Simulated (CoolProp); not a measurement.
A simple Rankine cycle with n-perfluoropentane: condensing at 317.15 K, boiler at 0.561 MPa, turbine inlet 399.7 K, turbine efficiency 0.9, pump efficiency 0.6, no recuperator. Each further row changes one setting.

Values from CoolProp's reference Helmholtz-energy equation of state, Gao 2022.

| case | thermal efficiency (%) | net work (kJ/kg) | heat in (kJ/kg) | turbine exit temperature (K) | volume ratio over the turbine |
|---|---|---|---|---|---|
| as stated | 6.9 | 10.9 | 157 | 383.8 | 3.50 |
| turbine inlet 419.7 K | 6.6 | 11.6 | 177 | 403.9 | 3.45 |
| condensing temperature 309.15 K | 8.1 | 13.4 | 165 | 380.6 | 4.59 |
| boiler pressure 0.393 MPa | 5.0 | 7.92 | 159 | 388.9 | 2.38 |
| turbine efficiency 0.8 | 6.1 | 9.62 | 157 | 385.1 | 3.52 |
